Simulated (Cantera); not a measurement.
Input: 1 mol PbO, 0.77 mol CH4, 2.3 mol N2, equilibrated at 925 °C and 2.40 mbar.

These are equilibrium values from Cantera (NASA tables, ideal gas, pure condensed phases), not measurements of a reactor. Candidate condensed phases: C, C6H6, C7H8, C8H18, H2O, Pb, PbO, PbO2, Pb3O4; 139 gas species. Kinetics and transport are ignored.

Base state: N2 0.410, H2 0.245, Pb 0.178, CO 0.126, H2O 0.0298, CO2 0.0112 (mole fractions); condensed: gas only.

Question: What changes in the equilibrium state with this change: PbO replaced by Fe3O4?

Answer: 
```json
[
 {"species": "N2", "before": "0.410", "after": "0.499"},
 {"species": "H2", "before": "0.245", "after": "0.262"},
 {"species": "CO", "before": "0.126", "after": "0.139"},
 {"species": "Pb", "before": "0.178", "after": "0"},
 {"species": "H2O", "before": "0.0298", "after": "0.0723"},
 {"species": "CO2", "before": "0.0112", "after": "0.0281"},
 {"species": "Fe(γ), mol", "before": "0", "after": "0.233"},
 {"species": "FeO(s), mol", "before": "0", "after": "2.77"}
]
```
Mutual solubility and eutectic melting of coexisting phases are not modelled. The tables' stoichiometric FeO is somewhat more stable than real wüstite, so its field is too wide. FeO: taken at fixed stoichiometry. Further candidate phases: Fe, Fe(CO)5, FeO, Fe(OH)2, Fe(OH)3, Fe2O3, Fe3O4.
